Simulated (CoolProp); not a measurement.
Model: reference Helmholtz-energy equation of state, Platzer 1990, in CoolProp. This equation is an older, rougher fit.

**Question.** For CF4 (R14), give the phase and the Prandtl number at 345.5 K and 3.87 bar.

**Answer.** 
- 345.5 K and 3.87 bar: gas; Prandtl number 0.755

Viscosity comes from a separate model (Huber 2003), an estimate that may be off by 10 % or more. Thermal conductivity comes from a separate model (Huber 2003), an estimate that may be off by 10 % or more.
